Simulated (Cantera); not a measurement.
Moist CO burnout

An isothermal, constant-pressure homogeneous reactor starts with CO : O2 : H2O : N2 = 0.0013 : 0.013 : 0.0041 : 1 (molar parts), equivalence ratio 0.050, at 1325 K and 1.10 bar.

Detailed kinetics in Cantera: GRI-Mech 3.0 (53 species, 325 reactions).

| t (s) | x CO | x O2 | x H2O | x NO | x N2O |
|---|---|---|---|---|---|
| 0.000200 | 0.00128 | 0.0128 | 0.00403 | <1e-12 | <1e-12 |
| 0.000478 | 0.00128 | 0.0128 | 0.00403 | <1e-12 | <1e-12 |
| 0.00114 | 0.00128 | 0.0128 | 0.00403 | <1e-12 | 4.63e-12 |
| 0.00274 | 0.00128 | 0.0128 | 0.00403 | <1e-12 | 1.95e-10 |
| 0.00654 | 0.000932 | 0.0125 | 0.00397 | 3.16e-9 | 1.07e-7 |
| 0.0156 | 0.000201 | 0.0122 | 0.00400 | 3.44e-8 | 4.71e-7 |
| 0.0374 | 3.47e-5 | 0.0121 | 0.00402 | 5.15e-8 | 6.12e-7 |
| 0.0895 | 5.21e-6 | 0.0121 | 0.00402 | 5.93e-8 | 6.08e-7 |
| 0.214 | 6.32e-7 | 0.0121 | 0.00403 | 6.28e-8 | 4.67e-7 |
| 0.512 | 5.18e-8 | 0.0121 | 0.00403 | 6.44e-8 | 2.24e-7 |
| 1.22 | 4.97e-9 | 0.0121 | 0.00403 | 6.49e-8 | 4.41e-8 |
| 2.93 | 2.84e-9 | 0.0121 | 0.00403 | 6.50e-8 | 1.02e-8 |
| 7.00 | 2.78e-9 | 0.0121 | 0.00403 | 6.52e-8 | 9.61e-9 |
x: mole fraction; the columns are a selection and need not sum to one.

Equilibrium at this temperature and pressure: CO 2.79e-9, O2 0.0121, H2O 0.00403, NO 0.000125, N2O 9.59e-9 (gas phase only).
